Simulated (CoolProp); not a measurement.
Vapour-liquid equilibrium of CHF3 (R23) (1) + R13 (2) at 197.5 K; x and y are mole fractions of (1).

Computed with CoolProp (multi-fluid Helmholtz-energy mixture model, Penoncello 2003 and Platzer 1990; pair parameters Bell 2016). This equation is an older, rougher fit; its heat capacities, sound speeds and derivatives of the liquid may be far off and weren't checked against measurements.

**Question.** Give the bubble pressure and the first vapour's composition at x = 0.2, 0.65, 0.8. Is there an azeotrope?

**Answer.** x = 0.2: 0.1788 MPa, y = 0.349; x = 0.65: 0.1911 MPa, y = 0.580; x = 0.8: 0.1827 MPa, y = 0.674. y crosses x between x = 0.5 and 0.65: the model has an azeotrope there.

The pair parameters rest on a limited set of measurements; away from them the model extrapolates.
